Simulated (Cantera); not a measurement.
# Abatement and gas-phase synthesis: H2O + H2 + N2

Input: 1 mol H2O, 0.08 mol H2, 17 mol N2, at 3473 K and 57000 Torr.

These are equilibrium values from Cantera (NASA tables, ideal gas, pure condensed phases), not measurements of a reactor. Candidate condensed phases: H2O; 24 gas species. The ideal-gas law is rough above about 30 bar. Equilibrium is a limit: real reactors are often held back by kinetics, nucleation or transport.

| Quantity | Result |
|---|---|
| x(N2) | 0.922 |
| x(H2O) | 0.0339 |
| x(H2) | 0.0170 |
| x(H) | 0.00830 |
| x(OH) | 0.00752 |
| x(NO) | 0.00752 |
| x(O) | 0.00215 |
| x(O2) | 0.00166 |
| x(N) | 2.14e-5 |
| gas amount | 18.36 mol |
